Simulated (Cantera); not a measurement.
A perfectly stirred reactor is fed with NO : N2 : H2O = 1 : 2.5 : 0.0047 (molar parts), at 390 Torr; it is held at 2073 K, and followed from long to short residence time.

Computed with Cantera and GRI-Mech 3.0 (53 species, 325 reactions).

x: mole fraction; the columns are a selection and need not sum to one.

```tsv
τ (s)	x NO	x N2O	x O2	x N2	x O	x NO2
1.5	0.104	4.75e-6	0.0903	0.804	0.000487	7.54e-5
0.62	0.164	1.17e-5	0.0600	0.774	0.000402	9.78e-5
0.26	(withheld)	(withheld)	(withheld)	0.745	(withheld)	9.68e-5
0.11	0.257	2.89e-5	0.0141	0.728	0.000209	7.65e-5
0.045	0.274	3.27e-5	0.00552	0.719	0.000141	5.32e-5
0.019	0.281	3.35e-5	(withheld)	0.716	(withheld)	(withheld)
0.0078	0.283	3.26e-5	0.000844	0.714	6.87e-5	2.52e-5
0.0033	0.285	3.06e-5	0.000327	0.714	5.07e-5	1.86e-5
0.0014	0.285	2.70e-5	0.000114	0.713	3.82e-5	1.49e-5
0.00056	0.285	2.06e-5	2.50e-5	0.713	2.58e-5	1.11e-5
```

Question: Fill in the missing entries.

Answer: 
- 0.26, x NO: 0.221
- 0.26, x N2O: 2.13e-5
- 0.26, x O2: 0.0318
- 0.26, x O: 0.000301
- 0.019, x O2: 0.00220
- 0.019, x O: 9.73e-5
- 0.019, x NO2: 3.65e-5
